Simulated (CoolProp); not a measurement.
CF4 (R14) at 298.15 K and 0.657 MPa flows at 1.4 m/s in a round tube of 20 mm bore and 45 µm roughness, fully developed (64/Re and Nu = 3.66 if laminar; Colebrook and Gnielinski if turbulent). Each further row changes one setting.

Computed with CoolProp (reference Helmholtz-energy equation of state, Platzer 1990). This equation is an older, rougher fit.

| case | Reynolds number | Darcy friction factor | pressure drop (Pa/m) | heat-transfer coefficient (W/(m² K)) | mass flow (kg/h) |
|---|---|---|---|---|---|
| as stated | 38200 | 0.0278 | 32.6 | 91.4 | 37.8 |
| velocity 2.8 m/s | 76300 | 0.0262 | 123 | 174 | 75.7 |
| diameter 40 mm | 76300 | 0.0232 | 13.6 | 76.3 | 151 |

Viscosity comes from a separate model (Huber 2003), an estimate that may be off by 10 % or more. Thermal conductivity comes from a separate model (Huber 2003), an estimate that may be off by 10 % or more.
